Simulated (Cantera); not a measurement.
## Adiabatic ignition

An adiabatic, constant-volume homogeneous reactor starts with 44.2 % H2, 9.20 % O2, 34.6 % N2, 11.9 % H2O, at 1150 K and 1.00 bar.

Detailed kinetics in Cantera: the H2/O2 subset of GRI-Mech 3.0, which has no nitrogen chemistry.

```csv
t (s),T (K),P (bar),x H2,x O2,x H2O,x H,x OH,x O
2.00e-6,1150,1.00,0.442,0.0920,0.119,2.16e-9,5.32e-11,9.95e-11
5.07e-6,1150,1.00,0.442,0.0920,0.119,6.71e-9,1.83e-10,3.61e-10
1.28e-5,1150,1.00,0.442,0.0920,0.119,3.14e-8,8.85e-10,1.78e-9
3.25e-5,1150,1.00,0.442,0.0920,0.119,5.17e-7,1.47e-8,2.97e-8
8.25e-5,1158,1.01,0.441,0.0912,0.121,0.000634,2.76e-5,3.65e-5
0.000209,2543,2.03,0.275,0.000102,0.325,0.0184,0.00473,0.000207
0.000529,2586,2.06,0.277,5.47e-5,0.327,0.0135,0.00362,0.000114
0.00134,2587,2.06,0.277,5.46e-5,0.327,0.0134,0.00361,0.000113
0.00340,2587,2.06,0.277,5.46e-5,0.327,0.0134,0.00361,0.000113
0.00861,2587,2.06,0.277,5.46e-5,0.327,0.0134,0.00361,0.000113
0.0218,2587,2.06,0.277,5.46e-5,0.327,0.0134,0.00361,0.000113
0.0553,2587,2.06,0.277,5.46e-5,0.327,0.0134,0.00361,0.000113
0.140,2587,2.06,0.277,5.46e-5,0.327,0.0134,0.00361,0.000113
0.355,2587,2.06,0.277,5.46e-5,0.327,0.0134,0.00361,0.000113
0.900,2587,2.06,0.277,5.46e-5,0.327,0.0134,0.00361,0.000113
```
x: mole fraction; the columns are a selection and need not sum to one.

```
Quantity                                                             Value
---------------------------------  ---------------------------------------
time of steepest temperature rise                                 0.102 ms
temperature at 0.900 s                                              2587 K
equilibrium temperature                                             2587 K
x(H2) at 0.900 s                       0.277 (gas-phase equilibrium 0.277)
x(O2) at 0.900 s                   5.46e-5 (gas-phase equilibrium 5.46e-5)
x(H2O) at 0.900 s                      0.327 (gas-phase equilibrium 0.327)
```
